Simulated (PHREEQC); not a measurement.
Solution (20 °C): 0.0013 mol/kgw Sr(OH)2. Closed to the air; pH follows from the charge balance.

All values are PHREEQC results (ion-association model, phreeqc.dat), not measurements.

```csv
quantity,before,after
pH,11.55,9.97
SrOH+ (mol/kgw),1.90e-5,5.00e-7
```

Q: Name the change that produced these shifts.
A. Sr(OH)2 from 0.0013 to 0.00013 mol/kgw
B. diluted 5-fold with water
C. 0.00078 mol/kgw Li2SO4 added
D. temperature from 20 to 80 °C
E. Sr(OH)2 from 0.0013 to 0.00026 mol/kgw

A: D, temperature from 20 to 80 °C

Precipitation was switched off in this run. Constants without temperature data keep their 25 °C values here.
